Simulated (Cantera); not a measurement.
**Equilibrium for roasting and sulfation: Fe₂O₃ + H₂S + CO₂**

Charge: 1 mol Fe₂O₃, a varied amount of H₂S, 0.25 mol CO₂, at 1223.15 K and 1 atm.

Method: chemical equilibrium by Gibbs-energy minimisation in Cantera with the NASA 1993 tables (ideal gas, pure condensed phases). Candidate condensed phases: C, C₆H₆, C₇H₈, C₈H₁₈, Fe, Fe(CO)₅, FeO, Fe(OH)₂, Fe(OH)₃, FeS, FeSO₄, FeS₂, Fe₂O₃, Fe₂(SO₄)₃, Fe₃O₄, H₂O, H₂SO₄, S; 127 gas species. Mutual solubility and eutectic melting of coexisting phases are not modelled. FeS: taken at fixed stoichiometry. Gases not in the tables: S₃ to S₇. Rates play no part.

At 0.097 mol H₂S the condensed part is Fe₂O₃(s) + Fe₃O₄(s). From 0.13 mol H₂S to 2.2 mol H₂S the condensed part is FeS(s) + Fe₃O₄(s). From 3 mol H₂S to 4.1 mol H₂S the condensed part is FeS(s). The main Fe-bearing gas is Fe(OH)₂ throughout.

| n(H₂S) (mol) | log p H₂O | log p CO₂ | log p SO₂ | log p H₂S | log p S₂ | log p H₂ | log p CO | n Fe₂O₃(s) | n Fe₃O₄(s) | n FeS(s) |
|---|---|---|---|---|---|---|---|---|---|---|
| 0.097 | -0.65 | -0.24 | -0.65 | -10.40 | <-11 | -5.36 | -4.79 | 0.127 | 0.582 | 0 |
| 0.13 | -0.59 | -0.30 | -0.66 | -2.19 | -1.76 | -2.58 | -2.12 | 0 | 0.666 | 0.00163 |
| 0.18 | -0.50 | -0.34 | -0.69 | -2.09 | -1.78 | -2.47 | -2.16 | 0 | 0.652 | 0.0448 |
| 0.25 | -0.41 | -0.40 | -0.72 | -2.01 | -1.81 | -2.38 | -2.21 | 0 | 0.632 | 0.105 |
| 0.34 | -0.34 | -0.47 | -0.75 | -1.94 | -1.84 | -2.30 | -2.26 | 0 | 0.606 | 0.183 |
| 0.46 | -0.28 | -0.54 | -0.79 | -1.89 | -1.86 | -2.23 | -2.32 | 0 | 0.571 | 0.287 |
| 0.63 | -0.23 | -0.62 | -0.83 | -1.84 | -1.90 | -2.17 | -2.40 | 0 | 0.522 | 0.433 |
| 0.86 | -0.19 | -0.72 | -0.87 | -1.80 | -1.92 | -2.12 | -2.48 | 0 | 0.456 | 0.632 |
| 1.2 | -0.15 | -0.83 | -0.90 | -1.77 | -1.95 | -2.07 | -2.58 | 0 | 0.358 | 0.926 |
| 1.6 | -0.13 | -0.93 | -0.93 | -1.75 | -1.98 | -2.04 | -2.67 | 0 | 0.243 | 1.27 |
| 2.2 | -0.11 | -1.05 | -0.96 | -1.74 | -2.00 | -2.01 | -2.78 | 0 | 0.0698 | 1.79 |
| 3 | -0.15 | -1.18 | -1.25 | -1.04 | -1.21 | -1.70 | -2.58 | 0 | 0 | 2.00 |
| 4.1 | -0.23 | -1.33 | -1.83 | -0.67 | -1.00 | -1.44 | -2.38 | 0 | 0 | 2.00 |
log p: log10 of the partial pressure in bar; n: condensed amount in mol.
